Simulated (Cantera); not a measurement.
Input: 1 mol Al2O3, 8.2 mol Cl2, 0.78 mol O2, at 1723.15 K and 0.0100 bar.

Cantera equilibrium calculation (NASA polynomials, part measured and part estimated; ideal gas, pure solids and liquids). Equilibrium is a limit: real reactors are often held back by kinetics, nucleation or transport.

| species | before | after |
|---|---|---|
| Cl | 0.800 | 0.718 |
| Cl2 | 0.136 | 0.209 |
| O2 | 0.0569 | 0.0629 |
| AlCl3 | 0.00685 | 0.0102 |
| O | 0.000136 | 0.000104 |
| ClO | 0.000365 | 0.000475 |
| Al2O3(s), mol | 0.949 | 0.928 |
Gas species are given as mole fractions.

What was changed between the two runs?
A. pressure from 0.0100 bar to 1.00 bar
B. O2 from 0.78 to 3.3 mol
C. pressure from 0.0100 bar to 0.0190 bar
D. temperature from 1723.15 K to 1198.15 K

C, pressure from 0.0100 bar to 0.0190 bar
